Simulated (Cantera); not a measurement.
Charge: 1 mol Si₃N₄, 2.1 mol O₂, 120 mol N₂, at 0.820 Pa.

Cantera equilibrium calculation (NASA polynomials, part measured and part estimated; ideal gas, pure solids and liquids). Candidate condensed phases: Si, SiO₂, Si₂N₂O, Si₃N₄; 16 gas species. Mutual solubility and eutectic melting of coexisting phases are not modelled. The tables hold silica as quartz up to 1696 K and as liquid above; real silica turns to tridymite and cristobalite and melts near 1996 K. Kinetics and transport are ignored.

Problem. Which condensed phases are stable at each of these points (T (°C)): 1002, 1052, 1102, 1152, 1202, 1252, 1302, 1352, 1402, 1452, 1502, 1552?

Solution. 
```tsv
T (°C)	condensed phases	Si condensed (%)
1002	SiO₂(β-quartz) + Si₂N₂O(s)	55.4
1052	SiO₂(β-quartz)	40.0
1102	SiO₂(β-quartz)	40.0
1152	SiO₂(β-quartz)	40.0
1202	SiO₂(β-quartz)	40.0
1252	SiO₂(β-quartz)	40.0
1302	SiO₂(β-quartz)	40.0
1352	SiO₂(β-quartz)	39.9
1402	SiO₂(β-quartz)	38.9
1452	SiO₂(condensed)	28.2
1502	gas only	0.0
1552	gas only	0.0
```

At 1002 °C the condensed part is SiO₂(β-quartz) + Si₂N₂O(s). From 1052 °C to 1402 °C the condensed part is SiO₂(β-quartz). At 1452 °C the condensed part is SiO₂(condensed). From 1502 °C to 1552 °C nothing is condensed.
